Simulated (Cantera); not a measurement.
An isothermal, constant-pressure homogeneous reactor starts with NO : N2 = 1 : 5.5 (molar parts), at 1750 K and 160000 Pa. Integrator tolerance rtol = 1e-08.

Model: GRI-Mech 3.0 (53 species, 325 reactions), integrated in Cantera.

```csv
quantity,before,after
x(NO) at 10.0 s,0.0825 (gas-phase equilibrium 0.00228),0.151 (gas-phase equilibrium 0.00228)
x(O2) at 10.0 s,0.0356 (gas-phase equilibrium 0.0758),0.00125 (gas-phase equilibrium 0.0757)
x(O) at 10.0 s,1.14e-5 (gas-phase equilibrium 1.64e-5),2.77e-5 (gas-phase equilibrium 0.000127)
x(N2) at 10.0 s,0.882 (gas-phase equilibrium 0.922),0.847 (gas-phase equilibrium 0.922)
x(NO2) at 10.0 s,0.000121 (gas-phase equilibrium 4.82e-6),7.11e-6 (gas-phase equilibrium 6.22e-7)
x(N2O) at 10.0 s,2.94e-6 (gas-phase equilibrium 1.80e-7),8.61e-6 (gas-phase equilibrium 2.33e-8)
```

Q: Which change was made?
(A) pressure from 160000 Pa to 2670 Pa
(B) N2 5.5 to 0.59 parts
(C) temperature 1750 to 1500 K
(D) temperature 1750 to 1850 K

A: A, pressure from 160000 Pa to 2670 Pa
